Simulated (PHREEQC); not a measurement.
FeCl3 is added in steps, without added water, to 1 kg of water holding 0.0012 mol HNO3, 0.00062 mol H4SiO4 and 0.00056 mol KH2PO4, at 30 °C. Oxygen is held at 0.21 atm. The system is closed to CO2. The run lets Hematite, Strengite, Quartz precipitate or redissolve, and no other solid.

Base run: PHREEQC, ion-association model, wateq4f.dat. Each further column changes one thing. The table gives Fe in solution (mol/kgw).

```json
[
 {"FeCl3 added (mol)": "0", "base": "0", "Debye-Hückel limiting law": "0", "all activity coefficients set to 1": "0", "metal-ligand complexes left out": "0", "Davies equation for every ion": "0"},
 {"FeCl3 added (mol)": "0.00012", "base": "2.74e-9", "Debye-Hückel limiting law": "2.73e-9", "all activity coefficients set to 1": "2.62e-9", "metal-ligand complexes left out": "1.92e-10", "Davies equation for every ion": "2.72e-9"},
 {"FeCl3 added (mol)": "0.00018", "base": "3.72e-9", "Debye-Hückel limiting law": "3.71e-9", "all activity coefficients set to 1": "3.55e-9", "metal-ligand complexes left out": "…", "Davies equation for every ion": "3.70e-9"},
 {"FeCl3 added (mol)": "0.0003", "base": "6.30e-9", "Debye-Hückel limiting law": "6.28e-9", "all activity coefficients set to 1": "5.98e-9", "metal-ligand complexes left out": "3.57e-10", "Davies equation for every ion": "6.26e-9"},
 {"FeCl3 added (mol)": "0.00036", "base": "7.93e-9", "Debye-Hückel limiting law": "7.91e-9", "all activity coefficients set to 1": "7.51e-9", "metal-ligand complexes left out": "4.26e-10", "Davies equation for every ion": "7.88e-9"},
 {"FeCl3 added (mol)": "0.00048", "base": "1.19e-8", "Debye-Hückel limiting law": "1.19e-8", "all activity coefficients set to 1": "1.12e-8", "metal-ligand complexes left out": "…", "Davies equation for every ion": "1.18e-8"},
 {"FeCl3 added (mol)": "0.00054", "base": "1.43e-8", "Debye-Hückel limiting law": "1.43e-8", "all activity coefficients set to 1": "1.35e-8", "metal-ligand complexes left out": "…", "Davies equation for every ion": "1.42e-8"},
 {"FeCl3 added (mol)": "0.00066", "base": "2.00e-8", "Debye-Hückel limiting law": "1.99e-8", "all activity coefficients set to 1": "1.87e-8", "metal-ligand complexes left out": "9.02e-10", "Davies equation for every ion": "1.98e-8"},
 {"FeCl3 added (mol)": "0.00072", "base": "2.32e-8", "Debye-Hückel limiting law": "2.32e-8", "all activity coefficients set to 1": "…", "metal-ligand complexes left out": "1.03e-9", "Davies equation for every ion": "2.30e-8"},
 {"FeCl3 added (mol)": "0.00084", "base": "3.07e-8", "Debye-Hückel limiting law": "3.06e-8", "all activity coefficients set to 1": "2.85e-8", "metal-ligand complexes left out": "1.30e-9", "Davies equation for every ion": "3.04e-8"},
 {"FeCl3 added (mol)": "0.0009", "base": "3.50e-8", "Debye-Hückel limiting law": "3.48e-8", "all activity coefficients set to 1": "3.23e-8", "metal-ligand complexes left out": "1.46e-9", "Davies equation for every ion": "3.46e-8"},
 {"FeCl3 added (mol)": "0.00102", "base": "4.44e-8", "Debye-Hückel limiting law": "4.43e-8", "all activity coefficients set to 1": "4.09e-8", "metal-ligand complexes left out": "1.81e-9", "Davies equation for every ion": "4.40e-8"},
 {"FeCl3 added (mol)": "0.00108", "base": "4.97e-8", "Debye-Hückel limiting law": "4.96e-8", "all activity coefficients set to 1": "4.56e-8", "metal-ligand complexes left out": "2.00e-9", "Davies equation for every ion": "4.92e-8"},
 {"FeCl3 added (mol)": "0.0012", "base": "6.14e-8", "Debye-Hückel limiting law": "6.12e-8", "all activity coefficients set to 1": "…", "metal-ligand complexes left out": "2.43e-9", "Davies equation for every ion": "6.07e-8"}
]
```

Question: What belongs in the gaps?

Answer: 
- 0.00018, metal-ligand complexes left out: 2.40e-10
- 0.00048, metal-ligand complexes left out: 5.90e-10
- 0.00054, metal-ligand complexes left out: 6.84e-10
- 0.00072, all activity coefficients set to 1: 2.17e-8
- 0.0012, all activity coefficients set to 1: 5.61e-8

H3PO4, which wateq4f.dat lacks, is added to it with the constant of phreeqc.dat.
